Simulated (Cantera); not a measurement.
An adiabatic, constant-pressure homogeneous reactor starts with 2.39 % CH₄, 1.08 % CO, 18.1 % O₂, 67.9 % N₂, 10.5 % CO₂, at 1623 K and 0.770 bar.

Computed with Cantera and GRI-Mech 3.0 (53 species, 325 reactions).

Predict: time of steepest temperature rise; temperature at 10.0 s; equilibrium temperature; x(CO) at 10.0 s; x(O₂) at 10.0 s; x(H₂O) at 10.0 s; x(OH) at 10.0 s.


```
Property                                                             Value
---------------------------------  ---------------------------------------
time of steepest temperature rise                                 0.438 ms
temperature at 10.0 s                                               2137 K
equilibrium temperature                                             2137 K
x(CO) at 10.0 s                    0.00174 (gas-phase equilibrium 0.00174)
x(O₂) at 10.0 s                        0.124 (gas-phase equilibrium 0.124)
x(H₂O) at 10.0 s                     0.0466 (gas-phase equilibrium 0.0466)
x(OH) at 10.0 s                    0.00246 (gas-phase equilibrium 0.00246)
```
